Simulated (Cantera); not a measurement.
Input: 1 mol FeS, 1.5 mol H₂S, 0.24 mol CO₂, equilibrated at 1350 K and 580000 Pa.

These are equilibrium values from Cantera (NASA tables, ideal gas, pure condensed phases), not measurements of a reactor. Candidate condensed phases: C, C₆H₆, C₇H₈, C₈H₁₈, Fe, Fe(CO)₅, FeO, Fe(OH)₂, Fe(OH)₃, FeS, FeSO₄, FeS₂, Fe₂O₃, Fe₂(SO₄)₃, Fe₃O₄, H₂O, H₂SO₄, S; 127 gas species. FeS: taken at fixed stoichiometry. The numbers say what is thermodynamically allowed, not how fast it happens.

What is the equilibrium state?


```json
{
 "x(H₂S)": "0.592",
 "x(H₂)": "0.102",
 "x(H₂O)": "0.0921",
 "x(S₂)": "0.0880",
 "x(CO)": "0.0754",
 "x(CO₂)": "0.0347",
 "x(COS)": "0.0142",
 "x(CS₂)": "0.00138",
 "x(SH)": "0.000791",
 "n(FeS(s))": "1.00 mol",
 "gas_amount": "1.909 mol",
 "log10 activity of S(l) (absent)": "-1.18",
 "log10 activity of C(graphite) (absent)": "-2.56",
 "log10 activity of Fe(γ) (absent)": "-2.81"
}
```
